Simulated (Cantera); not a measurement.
Charge: 1 mol CO, 1.5 mol CO₂, 0.013 mol NH₃, held at 1400 K and 0.0133 bar.

Method: chemical equilibrium by Gibbs-energy minimisation in Cantera with the NASA 1993 tables (ideal gas, pure condensed phases). Candidate condensed phases: C, C₆H₆, C₇H₈, C₈H₁₈, H₂O; 136 gas species. Kinetics and transport are ignored.

Base state: CO₂ 0.588, CO 0.402, H₂O 0.00587, N₂ 0.00257, H₂ 0.00185 (mole fractions); condensed: gas only.

Q: What changes in the equilibrium state with this change: CO replaced by C₂H₅OH?

A: 
```json
[
 {"species": "CO", "before": "0.402", "after": "0.509"},
 {"species": "H₂", "before": "0.00185", "after": "0.414"},
 {"species": "H₂O", "before": "0.00587", "after": "0.0489"},
 {"species": "CO₂", "before": "0.588", "after": "0.0277"},
 {"species": "H", "before": "1.81e-6", "after": "2.71e-5"},
 {"species": "N₂", "before": "0.00257", "after": "0.000996"}
]
```

Q: What changes in the equilibrium state with this change: 0.33 mol CH₄ added?

A: 
```csv
species,before,after
CO,0.402,0.565
CO₂,0.588,0.240
H₂,0.00185,0.101
H₂O,0.00587,0.0927
H,1.81e-6,1.34e-5
N₂,0.00257,0.00185
```
